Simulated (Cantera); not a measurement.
Standard-state values (1 bar) from the NASA 1993 polynomials, evaluated with Cantera. Values are per mole of reaction as written; species without (g) are pure solids or liquids, kept so even where they would boil at 1 bar.

KCl + H(g) ⇌ K + HCl(g)

```
T (K)  ΔH° (kJ)  ΔS° (J/K)  ΔG° (kJ)  log10 K  condensed phases
-----  --------  ---------  --------  -------  ----------------
300       126.4       54.2     110.1   -19.17      KCl(s), K(s)
650         ___        ___       ___      ___      KCl(s), K(l)
700       122.5       48.5      88.6    -6.61      KCl(s), K(l)
750         ___        ___       ___      ___      KCl(s), K(l)
800         ___        ___       ___      ___      KCl(s), K(l)
850       119.5       44.6      81.6    -5.01      KCl(s), K(l)
900         ___        ___       ___      ___      KCl(s), K(l)
950       117.3       42.1      77.2    -4.25      KCl(s), K(l)
1000      116.0       40.9      75.2    -3.93      KCl(s), K(l)
```

### Question
Complete the blanks.

### Answer

- 650, ΔH° (kJ): 123.5
- 650, ΔS° (J/K): 49.9
- 650, ΔG° (kJ): 91.0
- 650, log10 K: -7.31
- 750, ΔH° (kJ): 121.6
- 750, ΔS° (J/K): 47.2
- 750, ΔG° (kJ): 86.2
- 750, log10 K: -6.00
- 800, ΔH° (kJ): 120.6
- 800, ΔS° (J/K): 45.9
- 800, ΔG° (kJ): 83.8
- 800, log10 K: -5.47
- 900, ΔH° (kJ): 118.4
- 900, ΔS° (J/K): 43.4
- 900, ΔG° (kJ): 79.4
- 900, log10 K: -4.61
